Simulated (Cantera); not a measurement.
## SiCl4 + N2 (silicon epitaxy and polysilicon growth)

Feed: 1 mol SiCl4, 10 mol N2, at 71.0 mbar.

Cantera equilibrium calculation (NASA polynomials, part measured and part estimated; ideal gas, pure solids and liquids). Candidate condensed phases: Si, Si3N4; 13 gas species. The tables' values for SiCl3 are old estimates; treat these amounts as uncertain. Kinetics and transport are ignored.

| T (°C) | x N2 | x SiCl4 | x Cl | x SiCl3 | x SiCl2 | x Cl2 |
|---|---|---|---|---|---|---|
| 952 | 0.909 | 0.0909 | 4.13e-5 | 4.74e-5 | 1.96e-7 | 3.25e-6 |
| 1002 | 0.909 | 0.0908 | 8.93e-5 | 9.95e-5 | 7.10e-7 | 5.80e-6 |
| 1052 | 0.909 | 0.0907 | 0.000182 | 0.000197 | 2.33e-6 | 9.88e-6 |
| 1102 | 0.909 | 0.0905 | 0.000353 | 0.000371 | 7.00e-6 | 1.62e-5 |
| 1152 | 0.908 | 0.0902 | 0.000653 | 0.000666 | 1.94e-5 | 2.57e-5 |
| 1202 | 0.908 | 0.0896 | 0.00116 | 0.00114 | 4.96e-5 | 3.96e-5 |
| 1252 | 0.907 | 0.0887 | 0.00200 | 0.00188 | 0.000118 | 5.96e-5 |
| 1302 | 0.906 | 0.0874 | 0.00332 | 0.00297 | 0.000264 | 8.77e-5 |
| 1352 | 0.904 | 0.0853 | 0.00536 | 0.00451 | 0.000554 | 0.000126 |
| 1402 | 0.901 | 0.0824 | 0.00842 | 0.00659 | 0.00109 | 0.000178 |
x: gas mole fraction; nothing condenses.

From 952 °C to 1402 °C nothing is condensed. The main Si-bearing gas is SiCl4 throughout.
